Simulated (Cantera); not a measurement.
What does this Cantera script print?

```python
import numpy as np
import cantera as ct

gas = ct.Solution("gri30.yaml")
gas.TPX = 1575, 2666, {'CH4': 1, 'N2': 57}
reactor = ct.IdealGasConstPressureReactor(gas, energy="off", clone=False)
net = ct.ReactorNet([reactor])
net.rtol, net.atol = 1e-08, 1e-18
show = ['CH4', 'C2H2', 'HCN', 'CH3', 'CH2', 'H']
times = np.geomspace(3e-06, 60, 10)

steps = ct.SolutionArray(gas, extra=["t"])
rows = []
print(f"{'t/s':>10s}{'T/K':>9s}{'P/Pa':>11s}" + "".join(f"{s:>11s}" for s in show))
for t in times:
    while net.time < t:
        t_next = net.step()
        steps.append(gas.state, t=t_next)
    rows.append([np.interp(t, steps.t, y) for y in (steps.T, steps.P, *steps(*show).X.T)])
    print(f"{t:10.3e}{rows[-1][0]:9.1f}{rows[-1][1]:11.4g}" + "".join(f"{x:11.3e}" for x in rows[-1][2:]))
rate = np.gradient(steps.T, steps.t)
print("integrator steps:", len(steps.t))
if steps.T.max() > steps.T[0] + 200:
    print(f"time of steepest temperature rise: {steps.t[rate.argmax()]:.4e} s")
gas.TPX = 1575, 2666, {'CH4': 1, 'N2': 57}
gas.equilibrate("TP")
print(f"equilibrium (TP): T = {gas.T:.1f} K  " + "  ".join(f"{s} {gas[s].X[0]:.3e}" for s in show))
```

Output:

```
       t/s      T/K       P/Pa        CH4       C2H2        HCN        CH3        CH2          H
 3.000e-06   1575.0       2666  1.724e-02  7.227e-25  6.391e-22  1.885e-09  1.503e-18  1.824e-09
 1.942e-05   1575.0       2666  1.724e-02  9.366e-22  9.578e-20  1.320e-08  3.388e-16  1.081e-08
 1.258e-04   1575.0       2666  1.724e-02  2.838e-18  7.405e-18  1.133e-07  7.288e-14  4.216e-08
 8.143e-04   1575.0       2666  1.724e-02  1.595e-14  4.573e-16  9.504e-07  4.839e-12  5.634e-08
 5.273e-03   1575.0       2666  1.723e-02  3.877e-11  2.474e-14  6.455e-06  1.323e-10  5.710e-08
 3.414e-02   1575.0       2666  1.720e-02  7.204e-08  2.495e-12  4.156e-05  4.357e-09  9.020e-08
 2.210e-01   1575.0       2666  1.615e-02  1.192e-04  2.045e-09  2.175e-04  1.001e-07  1.726e-06
 1.431e+00   1575.0       2666  6.637e-03  5.013e-03  3.371e-07  1.278e-04  9.717e-08  1.539e-05
 9.267e+00   1575.0       2666  8.788e-04  8.026e-03  2.263e-06  2.357e-05  2.762e-08  3.204e-05
 6.000e+01   1575.0       2666  8.105e-05  8.430e-03  5.498e-06  2.595e-06  3.703e-09  3.992e-05
integrator steps: 1229
equilibrium (TP): T = 1575.0 K  CH4 1.249e-06  C2H2 8.703e-04  HCN 1.521e-02  CH3 4.075e-08  CH2 5.943e-11  H 4.085e-05
```

Model: GRI-Mech 3.0 (53 species, 325 reactions), integrated in Cantera. GRI-Mech 3.0 stops at C3 and has no aromatics, soot or wall deposition, so with more carbon than oxygen in the feed, carbon stays in small species such as C2H2 where larger ones or solid carbon would form. Radical loss at walls, strong at low pressure, is not modelled.
